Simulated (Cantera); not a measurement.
A Cantera script and what it prints.

```python
import numpy as np
import cantera as ct

gas_names = """
    NO VO2 NO2
""".split()
cond_names = """
    V(cr) V(L) VN(s) V2O5(s) V2O5(L) V2O3(s) V2O3(L)
""".split()


# ... load() reads the species with a 1 bar reference pressure and builds the phases ...
species = {s.name: s for s in load("nasa_gas.yaml", gas_names) + load("nasa_condensed.yaml", cond_names)}
# Each term lists the table entries of one substance; the one whose range holds T is used.
reactions = {
    '2 NO(g) + 3 V = VO2(g) + 2 VN':
        [(-2, ['NO']), (-3, ['V(cr)', 'V(L)']), (1, ['VO2']), (2, ['VN(s)'])],
    '2 NO(g) + V2O5 = 2 NO2(g) + V2O3':
        [(-2, ['NO']), (-1, ['V2O5(s)', 'V2O5(L)']), (2, ['NO2']), (1, ['V2O3(s)', 'V2O3(L)'])],
}


def pick(names, T):
    return next(species[n] for n in names if species[n].thermo.min_temp <= T <= species[n].thermo.max_temp)


results = []
for label, terms in reactions.items():
    print(label)
    print("     T/K   dH/kJ  dS/(J/K)   dG/kJ   log10 K")
    for T in [1198, 1298, 1398, 1498, 1598]:
        used = [(nu, pick(names, T)) for nu, names in terms]
        dH = sum(nu * s.thermo.h(T) for nu, s in used) / 1e6
        dS = sum(nu * s.thermo.s(T) for nu, s in used) / 1e3
        dG = dH - T * dS / 1e3
        logK = -dG * 1e6 / (ct.gas_constant * T * np.log(10))
        results.append((label, T, dH, dS, dG, logK, [s.name for _, s in used]))
        print(f"{T:8g} {dH:8.1f} {dS:8.1f} {dG:8.1f} {logK:8.2f}")
```

Output:

```
2 NO(g) + 3 V = VO2(g) + 2 VN
     T/K   dH/kJ  dS/(J/K)   dG/kJ   log10 K
    1198   -847.5   -167.9   -646.3    28.18
    1298   -847.2   -167.7   -629.6    25.33
    1398   -847.1   -167.6   -612.8    22.90
    1498   -847.1   -167.6   -596.0    20.78
    1598   -847.2   -167.7   -579.3    18.93
2 NO(g) + V2O5 = 2 NO2(g) + V2O3
     T/K   dH/kJ  dS/(J/K)   dG/kJ   log10 K
    1198    143.2    -57.5    212.1    -9.25
    1298    142.6    -58.0    217.9    -8.77
    1398    142.4    -58.2    223.7    -8.36
    1498    142.5    -58.1    229.5    -8.00
    1598    143.0    -57.8    235.3    -7.69
```

Source: NASA polynomial tables (part measured, part estimated), evaluated in Cantera. VN: taken at fixed stoichiometry. Condensed species are held in their standard states even where they would react or evaporate.
